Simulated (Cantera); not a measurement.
An isothermal, constant-pressure homogeneous reactor starts with CH2O : O2 : N2 = 0.029 : 0.016 : 1 (molar parts), equivalence ratio 1.8, at 998 K and 57000 Pa.

Computed with Cantera and GRI-Mech 3.0 (53 species, 325 reactions). Below about 1000 K GRI-Mech 3.0 lacks low-temperature oxidation paths.

x: mole fraction; the columns are a selection and need not sum to one.

```csv
t (s),x CH2O,x O2,x H2,x C2H,x CH4,x OH
2.00e-6,0.0278,0.0153,7.12e-11,<1e-12,<1e-12,<1e-12
7.43e-6,0.0278,0.0153,6.11e-10,<1e-12,<1e-12,<1e-12
2.76e-5,0.0278,0.0153,2.91e-9,<1e-12,<1e-12,<1e-12
0.000102,0.0278,0.0153,1.34e-8,<1e-12,<1e-12,1.01e-12
0.000381,0.0278,0.0153,7.90e-8,<1e-12,<1e-12,9.07e-12
0.00141,0.0277,0.0153,7.37e-7,<1e-12,<1e-12,1.20e-10
0.00525,0.0277,0.0152,1.50e-5,<1e-12,1.23e-12,2.54e-9
0.0195,0.0230,0.0122,0.000868,<1e-12,3.58e-10,1.23e-7
0.0725,(withheld),(withheld),(withheld),<1e-12,4.47e-9,(withheld)
0.269,1.61e-10,3.38e-7,0.00588,<1e-12,4.66e-9,5.93e-8
1.00,6.37e-11,(withheld),0.00632,<1e-12,4.64e-9,(withheld)
```

**Question.** Fill in the missing entries.

**Answer.** 
- 0.0725, x CH2O: 1.59e-9
- 0.0725, x O2: 1.18e-5
- 0.0725, x H2: 0.00486
- 0.0725, x OH: 1.04e-6
- 1.00, x O2: 5.09e-8
- 1.00, x OH: 1.22e-8
